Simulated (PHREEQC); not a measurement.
A made-up water analysis in mg/L, 5.9 °C, pH 2.26, pe 9.7: Na 72.5; K 329; Ca 305; Mg 307; Cl 413; S(6) as SO4 2360; Br 6.66; N(5) as NO3 6.4; O(0) (dissolved oxygen) 3.34.

Valence states are taken as typed.

All values are PHREEQC results (ion-association model, phreeqc.dat), not measurements.

No solid was allowed to form.

Question: Order these Ca species by the share of Ca that they hold, largest first: CaSO4, CaHSO4+, Ca+2.

Answer: Ca+2 (70 %), CaSO4 (29 %), CaHSO4+ (1.1 %)

The pH is 2.26 and the ionic strength 0.0764 mol/kgw. Complexes and solids missing from the database can't appear. Constants without temperature data keep their 25 °C values here.
